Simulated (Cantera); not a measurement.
Input: 1 mol SiO₂, 7.8 mol CO, 0.1 mol N₂, 7.1 mol C, held at 0.133 bar.

Cantera equilibrium calculation (NASA polynomials, part measured and part estimated; ideal gas, pure solids and liquids). Candidate condensed phases: C, Si, SiC, SiO₂, Si₂N₂O, Si₃N₄; 34 gas species. The tables hold silica as quartz up to 1696 K and as liquid above; real silica turns to tridymite and cristobalite and melts near 1996 K. Rates play no part.

Problem. Which condensed phases are stable at each of these points (T (°C)): 627, 827, 1027, 1227, 1427, 1627, 1827, 2027, 2227?

Solution. 
```
T (°C)              condensed phases  Si condensed (%)
------  ----------------------------  ----------------
627     C(graphite) + SiO₂(β-quartz)             100.0
827     C(graphite) + SiO₂(β-quartz)             100.0
1027    C(graphite) + SiO₂(β-quartz)             100.0
1227    C(graphite) + SiO₂(β-quartz)             100.0
1427            C(graphite) + SiC(s)              96.0
1627            C(graphite) + SiC(s)              92.9
1827            C(graphite) + SiC(s)              88.7
2027            C(graphite) + SiC(s)              82.3
2227            C(graphite) + SiC(s)              64.2
```

From 627 °C to 1227 °C the condensed part is C(graphite) + SiO₂(β-quartz). From 1427 °C to 2227 °C the condensed part is C(graphite) + SiC(s).
